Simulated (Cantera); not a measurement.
Feed: 1 mol B, 8 mol H₂O, held at 0.0133 bar.

Method: chemical equilibrium by Gibbs-energy minimisation in Cantera with the NASA 1993 tables (ideal gas, pure condensed phases). Candidate condensed phases: B, B₂O₃, B₃O₃H₃, H₂O; 23 gas species. The numbers say what is thermodynamically allowed, not how fast it happens.

x: gas mole fraction; nothing condenses.

```tsv
T (K)	x H₂O	x H₂	x HBO₂	x H	x OH
2123	0.693	0.173	0.110	0.0129	0.00640
2148	0.689	0.173	0.110	___	___
2173	0.685	0.173	0.109	0.0174	0.00923
2198	0.681	0.173	0.108	0.0201	0.0110
2223	0.675	0.173	0.107	0.0231	0.0130
2248	0.668	0.174	0.106	___	___
2273	0.660	0.174	0.104	0.0304	0.0179
2298	0.651	0.176	0.103	0.0348	0.0207
```

Task: Some entries are withheld; supply them.

Result: 
- 2248, x H: 0.0265
- 2248, x OH: 0.0153
- 2148, x H: 0.0150
- 2148, x OH: 0.00770
